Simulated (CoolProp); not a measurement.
A simple Rankine cycle with isobutane: condensing at 329.15 K, boiler at 1.9 MPa, turbine inlet 375.8 K, turbine efficiency 0.85, pump efficiency 0.8, no recuperator. Each further row changes one setting.

The numbers come from the reference Helmholtz-energy equation of state, Bücker 2006 in CoolProp.

```
case                             thermal efficiency (%)  net work (kJ/kg)  heat in (kJ/kg)  turbine exit temperature (K)  volume ratio over the turbine
-------------------------------  ----------------------  ----------------  ---------------  ----------------------------  -----------------------------
as stated                                           7.7               [?]              348                         344.0                           2.71
turbine inlet 395.8 K                               7.7              30.8              400                         366.9                           2.58
condensing temperature 321.15 K                     [?]              33.6              369                         338.2                           3.31
boiler pressure 1.33 MPa                            4.9               [?]              372                         359.4                           1.74
turbine efficiency 0.75                             [?]              23.5              348                         345.6                           2.73
```

Problem. Fill in the missing entries.

Solution. 
- as stated, net work (kJ/kg): 27.0
- condensing temperature 321.15 K, thermal efficiency (%): 9.1
- boiler pressure 1.33 MPa, net work (kJ/kg): 18.2
- turbine efficiency 0.75, thermal efficiency (%): 6.7
